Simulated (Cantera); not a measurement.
A Cantera script and its output.

```python
import numpy as np
import cantera as ct

gas = ct.Solution("gri30.yaml")
gas.TPX = 1175, 1000000, {'CO': 0.021, 'O2': 0.012, 'H2O': 0.0044, 'N2': 1}
reactor = ct.IdealGasConstPressureReactor(gas, energy="off", clone=False)
net = ct.ReactorNet([reactor])
net.rtol, net.atol = 1e-08, 1e-18
show = ['CO', 'O2', 'H2O', 'CO2', 'OH', 'H2']
times = np.geomspace(9e-05, 70, 9)

steps = ct.SolutionArray(gas, extra=["t"])
rows = []
print(f"{'t/s':>10s}{'T/K':>9s}{'P/Pa':>11s}" + "".join(f"{s:>11s}" for s in show))
for t in times:
    while net.time < t:
        t_next = net.step()
        steps.append(gas.state, t=t_next)
    rows.append([np.interp(t, steps.t, y) for y in (steps.T, steps.P, *steps(*show).X.T)])
    print(f"{t:10.3e}{rows[-1][0]:9.1f}{rows[-1][1]:11.4g}" + "".join(f"{x:11.3e}" for x in rows[-1][2:]))
rate = np.gradient(steps.T, steps.t)
print("integrator steps:", len(steps.t))
if steps.T.max() > steps.T[0] + 200:
    print(f"time of steepest temperature rise: {steps.t[rate.argmax()]:.4e} s")
gas.TPX = 1175, 1000000, {'CO': 0.021, 'O2': 0.012, 'H2O': 0.0044, 'N2': 1}
gas.equilibrate("TP")
print(f"equilibrium (TP): T = {gas.T:.1f} K  " + "  ".join(f"{s} {gas[s].X[0]:.3e}" for s in show))
```

Output:

```
       t/s      T/K       P/Pa         CO         O2        H2O        CO2         OH         H2
 9.000e-05   1175.0      1e+06  2.024e-02  1.157e-02  4.241e-03  1.486e-08  1.967e-10  4.149e-11
 4.905e-04   1175.0      1e+06  2.024e-02  1.157e-02  4.241e-03  4.283e-07  2.241e-09  2.130e-09
 2.673e-03   1175.0      1e+06  2.000e-02  1.144e-02  4.234e-03  2.420e-04  3.506e-07  3.846e-06
 1.457e-02   1175.0      1e+06  1.638e-02  9.653e-03  4.206e-03  3.900e-03  4.554e-07  3.932e-05
 7.937e-02   1175.0      1e+06  5.962e-03  4.449e-03  4.237e-03  1.443e-02  3.914e-07  3.251e-05
 4.325e-01   1175.0      1e+06  2.798e-04  1.600e-03  4.280e-03  2.017e-02  2.028e-07  3.643e-06
 2.357e+00   1175.0      1e+06  1.165e-07  1.461e-03  4.285e-03  2.045e-02  1.708e-07  2.625e-09
 1.285e+01   1175.0      1e+06  1.634e-09  1.461e-03  4.285e-03  2.045e-02  7.139e-08  2.671e-10
 7.000e+01   1175.0      1e+06  1.629e-09  1.461e-03  4.285e-03  2.045e-02  7.135e-08  2.667e-10
integrator steps: 1622
equilibrium (TP): T = 1175.0 K  CO 1.633e-09  O2 1.453e-03  H2O 4.285e-03  CO2 2.045e-02  OH 7.126e-08  H2 2.674e-10
```

Model: GRI-Mech 3.0 (53 species, 325 reactions), integrated in Cantera.
